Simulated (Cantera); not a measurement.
What does this Cantera script print?

```python
import numpy as np
import cantera as ct

gas_names = """
    C CH CH2 CH3 CH4 CN C2 C2H C2H2,acetylene C2H2,vinylidene C2H3,vinyl CH3CN C2H4 C2H5 C2H6 CCN CNC
    C2N2 C3 C3H3,propargyl C3H4,allene C3H4,propyne C3H4,cyclo- C3H5,allyl C3H6,propylene C3H6,cyclo-
    C3H7,n-propyl C3H7,i-propyl C3H8 C4 C4H2 C4H4,1,3-cyclo- C4H6,butadiene C4H6,2-butyne C4H6,cyclo-
    C4H8,1-butene C4H8,cis2-buten C4H8,tr2-butene C4H8,isobutene C4H8,cyclo- C4H9,n-butyl C4H9,i-butyl
    C4H9,s-butyl C4H9,t-butyl C4H10,isobutane C4H10,n-butane C4N2 C5 C5H6,1,3cyclo- C5H8,cyclo-
    C5H10,1-pentene C5H10,cyclo- C5H11,pentyl C5H11,t-pentyl C5H12,n-pentane C5H12,i-pentane
    CH3C(CH3)2CH3 C6H2 C6H5,phenyl C6H6 C6H10,cyclo- C6H12,1-hexene C6H12,cyclo- C6H13,n-hexyl
    C7H7,benzyl C7H8 C7H14,1-heptene C7H15,n-heptyl C7H16,n-heptane C8H8,styrene C8H10,ethylbenz
    C8H16,1-octene C8H17,n-octyl C8H18,isooctane C8H18,n-octane C9H19,n-nonyl C10H8,naphthale
    C10H21,n-decyl C12H9,o-bipheny C12H10,bipheny H HCN HCCN HNC H2 N NH NH2 NH3 N2 N2H2 N2H4 Ti
""".split()
cond_names = """
    C(gr) C6H6(L) C7H8(L) C8H18(L),n-octa Ti(a) Ti(b) Ti(L) TiC(s) TiC(L) TiN(s) TiN(L)
""".split()


def load(file, names, dense=False):
    # The tables refer to 1 bar. Condensed volumes are neglected.
    table = {s.name: s for s in ct.Species.list_from_file(file)}
    out = []
    for n in names:
        d = dict(table[n].input_data)
        d["thermo"] = dict(d["thermo"], **{"reference-pressure": 1e5})
        if dense:
            d["equation-of-state"] = {"model": "constant-volume", "density": "1e6 g/cm^3"}
        out.append(ct.Species.from_dict(d))
    return out


gas = ct.Solution(thermo="ideal-gas", species=load("nasa_gas.yaml", gas_names))
cond = {s.name: ct.Solution(thermo="fixed-stoichiometry", species=[s], name=s.name)
        for s in load("nasa_condensed.yaml", cond_names, dense=True)}
atoms = {
    'Ti(NMe2)4': {'Ti': 1, 'C': 8, 'H': 24, 'N': 4},
    'N2': {'N': 2},
}
top_T = {'C(gr)': 4500}  # K; cautious upper limits of use, not melting points


def equilibrate(T, P, feed):
    n = {}
    for name, mol in feed.items():
        for a, k in atoms[name].items():
            n[a] = n.get(a, 0.0) + k * mol
    gas.TPX = T, P, n
    mass = sum(n.values()) * gas.mean_molecular_weight
    gas.equilibrate("TP")
    valid = [c for c in cond.values() if c.min_temp <= T <= top_T.get(c.name, c.max_temp)]
    mix = ct.Mixture([(gas, mass / gas.mean_molecular_weight)] + [(c, 0.0) for c in valid])
    mix.T, mix.P = T, P
    mix.equilibrate("TP", solver="vcs", rtol=1e-11, max_steps=5000)
    return mix


results = []
feed = {'Ti(NMe2)4': 1, 'N2': 82}  # mol
T = 1748.15  # K
P = 2700  # Pa
mix = equilibrate(T, P, feed)
results.append((T, P, feed, dict(zip(mix.species_names, mix.species_moles))))
x = sorted(zip(gas.X, gas.species_names), reverse=True)
print(f"T = {T:g} K  P = {P:g} Pa  gas = {mix.phase_moles(0):.4g} mol")
print("   x: " + "  ".join(f"{s} {v:.3e}" for v, s in x if v > 1e-05))
print("   condensed (mol): " + ("  ".join(f"{mix.phase(i).name} {mix.phase_moles(i):.4g}"
      for i in range(1, mix.n_phases) if mix.phase_moles(i) > 1e-12) or "none"))
```

Output:

```
T = 1748.15 K  P = 2700 Pa  gas = 96.02 mol
   x: N2 8.740e-01  H2 1.239e-01  HCN 1.557e-03  H 4.901e-04  HNC 5.242e-05  C2H2,acetylene 1.401e-05
   condensed (mol): C(gr) 6.843  TiC(s) 1
```

These are equilibrium values from Cantera (NASA tables, ideal gas, pure condensed phases), not measurements of a reactor. The feed counts by its element totals alone. TiC: taken at fixed stoichiometry.
